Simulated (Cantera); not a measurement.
Input: 1 mol SiH2Cl2, 1.4 mol N2, held at 24.0 Pa.

Method: chemical equilibrium by Gibbs-energy minimisation in Cantera with the NASA 1993 tables (ideal gas, pure condensed phases). Candidate condensed phases: NH4Cl, Si, Si3N4; 28 gas species. N2 is the only nitrogen source here; it is nearly inert below about 1500 K, so the nitride shown seldom forms there in practice. The tables' values for SiCl3, SiCl, SiN are old estimates; treat these amounts as uncertain. The numbers say what is thermodynamically allowed, not how fast it happens.

x: gas mole fraction; n: condensed amount in mol.

| T (K) | x HCl | x N2 | x H2 | x SiCl2 | x SiCl4 | x SiCl3 | n Si3N4(s) | n Si(s) | n Si(l) |
|---|---|---|---|---|---|---|---|---|---|
| 1125 | 0.468 | 0.321 | 0.138 | 0.00330 | 0.0643 | 0.00415 | 0.269 | 0 | 0 |
| 1225 | 0.452 | 0.324 | 0.137 | … | … | 0.0130 | 0.253 | 0 | 0 |
| 1325 | … | 0.341 | … | … | … | 0.0146 | … | 0 | 0 |
| 1425 | 0.233 | 0.366 | 0.202 | 0.191 | 0.000833 | 0.00636 | 0.126 | 0 | 0 |
| 1525 | 0.139 | 0.384 | 0.238 | 0.235 | 6.14e-5 | 0.00220 | 0.0764 | 0 | 0 |
| 1625 | 0.123 | 0.411 | 0.231 | 0.230 | 1.18e-5 | 0.00108 | 0 | 0.209 | 0 |
| 1725 | 0.122 | 0.408 | 0.227 | 0.227 | 3.40e-6 | 0.000643 | 0 | 0 | 0.196 |

Question: Fill in the missing entries.

Answer: 
- 1325, x HCl: 0.360
- 1325, x H2: 0.158
- 1325, x SiCl2: 0.116
- 1325, x SiCl4: 0.00999
- 1325, n Si3N4(s): 0.195
- 1225, x SiCl2: 0.0309
- 1225, x SiCl4: 0.0430
